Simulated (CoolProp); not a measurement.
A Linde-Hampson liquefier for nitrogen: isothermal reversible compression at 300 K from 1 atm to 15 MPa, throttling to 1 atm, return gas leaving the recuperator 10 K below the feed. Each further row changes one setting.

Values from CoolProp's reference Helmholtz-energy equation of state, Span 2000.

| case | liquid yield per pass | compression work (kJ/kg of gas) |
|---|---|---|
| as stated | 0.038 | 445 |
| high pressure 30 MPa | ___ | ___ |
| warm-end temperature 330 K | ___ | ___ |
| warm-end gap 15 K | 0.026 | 445 |

Problem. Fill in the missing entries.

Solution. 
- high pressure 30 MPa, liquid yield per pass: 0.066
- high pressure 30 MPa, compression work (kJ/kg of gas): 511
- warm-end temperature 330 K, liquid yield per pass: 0.023
- warm-end temperature 330 K, compression work (kJ/kg of gas): 492
